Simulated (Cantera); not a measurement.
An isothermal, constant-pressure homogeneous reactor starts with CH4 : CO2 = 1 : 1.1 (molar parts), at 1275 K and 27000 Pa. Integrator tolerance rtol = 1e-08.

Detailed kinetics in Cantera: GRI-Mech 3.0 (53 species, 325 reactions).

Q: What does this change do: pressure from 27000 Pa to 13300 Pa?

A: 
```csv
quantity,before,after
x(CH4) at 20.0 s,0.450 (gas-phase equilibrium 2.74e-5),0.460 (gas-phase equilibrium 6.69e-6)
x(CO2) at 20.0 s,0.512 (gas-phase equilibrium 0.00952),0.517 (gas-phase equilibrium 0.00951)
x(CH3) at 20.0 s,1.43e-5 (gas-phase equilibrium 1.11e-9),1.93e-5 (gas-phase equilibrium 3.86e-10)
x(C2H2) at 20.0 s,0.00739 (gas-phase equilibrium 4.47e-10),0.00413 (gas-phase equilibrium 1.09e-10)
x(HO2) at 20.0 s,<1e-12 (gas-phase equilibrium <1e-12),<1e-12 (gas-phase equilibrium <1e-12)
x(CH2CO) at 20.0 s,9.51e-8 (gas-phase equilibrium 6.58e-11),3.60e-8 (gas-phase equilibrium 1.61e-11)
x(H) at 20.0 s,3.79e-8 (gas-phase equilibrium 9.82e-7),3.17e-8 (gas-phase equilibrium 1.40e-6)
```

Q: What does this change do: temperature 1275 to 1925 K?

A: 
| quantity | before | after |
|---|---|---|
| x(CH4) at 20.0 s | 0.450 (gas-phase equilibrium 2.74e-5) | 1.38e-8 (gas-phase equilibrium 1.59e-8) |
| x(CO2) at 20.0 s | 0.512 (gas-phase equilibrium 0.00952) | 0.00491 (gas-phase equilibrium 0.00491) |
| x(CH3) at 20.0 s | 1.43e-5 (gas-phase equilibrium 1.11e-9) | 7.42e-10 (gas-phase equilibrium 8.58e-10) |
| x(C2H2) at 20.0 s | 0.00739 (gas-phase equilibrium 4.47e-10) | 4.99e-11 (gas-phase equilibrium 5.77e-11) |
| x(HO2) at 20.0 s | <1e-12 (gas-phase equilibrium <1e-12) | <1e-12 (gas-phase equilibrium <1e-12) |
| x(CH2CO) at 20.0 s | 9.51e-8 (gas-phase equilibrium 6.58e-11) | 3.99e-12 (gas-phase equilibrium 4.61e-12) |
| x(H) at 20.0 s | 3.79e-8 (gas-phase equilibrium 9.82e-7) | 0.00127 (gas-phase equilibrium 0.00127) |
